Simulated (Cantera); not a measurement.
An isothermal, constant-pressure homogeneous reactor starts with 4.76 % C₂H₆, 95.2 % N₂, at 1648 K and 0.0267 bar.

Detailed kinetics in Cantera: GRI-Mech 3.0 (53 species, 325 reactions). GRI-Mech 3.0 stops at C3 and has no aromatics, soot or wall deposition, so with more carbon than oxygen in the feed, carbon stays in small species such as C2H2 where larger ones or solid carbon would form. Radical loss at walls, strong at low pressure, is not modelled.

x: mole fraction; the columns are a selection and need not sum to one.

| t (s) | x C₂H₆ | x H | x CH₄ | x CH₃ | x CH₂ | x C₂H₄ | x HCN |
|---|---|---|---|---|---|---|---|
| 0.000700 | 0.0113 | 0.000816 | 0.00745 | 0.0128 | 4.15e-5 | 0.0197 | [?] |
| 0.00146 | 0.00130 | 0.000883 | 0.0125 | 0.00580 | 2.75e-5 | 0.0186 | [?] |
| 0.00305 | 0.000108 | 0.000497 | 0.0127 | 0.00207 | 8.83e-6 | 0.00991 | 6.85e-6 |
| 0.00637 | 2.62e-5 | 0.000283 | 0.0121 | 0.00101 | 3.00e-6 | 0.00451 | 7.32e-6 |
| 0.0133 | 1.06e-5 | 0.000185 | 0.0114 | 0.000602 | 1.27e-6 | 0.00167 | 7.53e-6 |
| 0.0277 | 5.24e-6 | 0.000134 | 0.0108 | 0.000402 | 6.37e-7 | 0.000481 | 7.66e-6 |
| 0.0579 | 2.96e-6 | 0.000105 | 0.0101 | 0.000292 | 3.72e-7 | 0.000159 | 7.77e-6 |
| 0.121 | 1.93e-6 | 9.34e-5 | 0.00917 | 0.000232 | 2.63e-7 | 9.36e-5 | 7.89e-6 |
| 0.252 | 1.37e-6 | 9.45e-5 | 0.00781 | 0.000195 | 2.22e-7 | 6.63e-5 | 8.07e-6 |
| 0.527 | 8.43e-7 | 0.000103 | 0.00588 | 0.000155 | 1.88e-7 | 4.19e-5 | 8.41e-6 |
| 1.10 | 3.78e-7 | 0.000117 | 0.00367 | 0.000106 | 1.43e-7 | 2.17e-5 | 9.05e-6 |
| 2.30 | 1.16e-7 | 0.000135 | 0.00186 | 6.01e-5 | 9.19e-8 | 1.14e-5 | [?] |
| 4.79 | 2.59e-8 | 0.000150 | 0.000818 | 2.90e-5 | 4.91e-8 | 8.16e-6 | [?] |
| 10.0 | 5.11e-9 | 0.000158 | 0.000350 | 1.30e-5 | 2.32e-8 | 7.49e-6 | [?] |

Task: Fill in the missing entries.

Result: 
- 0.000700, x HCN: 2.49e-6
- 0.00146, x HCN: 5.30e-6
- 2.30, x HCN: 1.01e-5
- 4.79, x HCN: 1.15e-5
- 10.0, x HCN: 1.31e-5
